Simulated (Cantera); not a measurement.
Charge: 1 mol FeS2, 0.42 mol H2, 1.8 mol N2, held at 2273 K and 1 atm.

Cantera equilibrium calculation (NASA polynomials, part measured and part estimated; ideal gas, pure solids and liquids). Candidate condensed phases: Fe, FeS, FeS2, S; 16 gas species. FeS: taken at fixed stoichiometry. The numbers say what is thermodynamically allowed, not how fast it happens.

Base state: N2 0.662, S2 0.165, H2 0.128, SH 0.0177, H2S 0.0161, S 0.00619, H 0.00299, Fe 0.00180 (mole fractions); condensed: FeS(l).

Q: What changes in the equilibrium state with this change: temperature from 2273 K to 1923.15 K?

A: 
```json
[
 {"species": "N2", "before": "0.662", "after": "0.673"},
 {"species": "S2", "before": "0.165", "after": "0.165"},
 {"species": "H2", "before": "0.128", "after": "0.117"},
 {"species": "H2S", "before": "0.0161", "after": "0.0352"},
 {"species": "SH", "before": "0.0177", "after": "0.00833"},
 {"species": "Fe", "before": "0.00180", "after": "1.34e-5"},
 {"species": "H", "before": "0.00299", "after": "0.000321"},
 {"species": "S", "before": "0.00619", "after": "0.000760"},
 {"species": "SN", "before": "4.22e-5", "after": "6.18e-6"},
 {"species": "FeS(l), mol", "before": "0.995", "after": "1.000"}
]
```
